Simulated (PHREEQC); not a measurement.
Ca(OH)2 is added in steps, without added water, to 1 kg of water holding 0.0014 mol/kgw H2SO4 and 0.0038 mol/kgw K2SO4, at 35 °C. Oxygen is held at 0.21 atm. CO2 from the air is kept out. Only these solids could form: Gypsum, Portlandite.

Base run: PHREEQC, ion-association model, wateq4f.dat. Each further column changes one thing. The table gives pH.

| Ca(OH)2 added (mol) | base | H2SO4 left out | diluted 5-fold with water | H2SO4 from 0.0014 to 0.00014 mol/kgw | no solid may form |
|---|---|---|---|---|---|
| 0 | 2.72 | 6.90 | 3.32 | 3.71 | 2.72 |
| 0.00133 | 4.03 | 11.06 | 10.97 | 11.01 | 4.03 |
| 0.00247 | 10.95 | 11.32 | 11.28 | 11.29 | 10.95 |
| 0.0038 | 11.30 | 11.50 | 11.48 | 11.48 | 11.30 |
| 0.00513 | 11.49 | 11.62 | 11.61 | 11.61 | 11.49 |
| 0.00627 | 11.60 | 11.71 | 11.69 | 11.70 | 11.60 |
| 0.0076 | 11.70 | 11.78 | 11.77 | 11.78 | 11.70 |
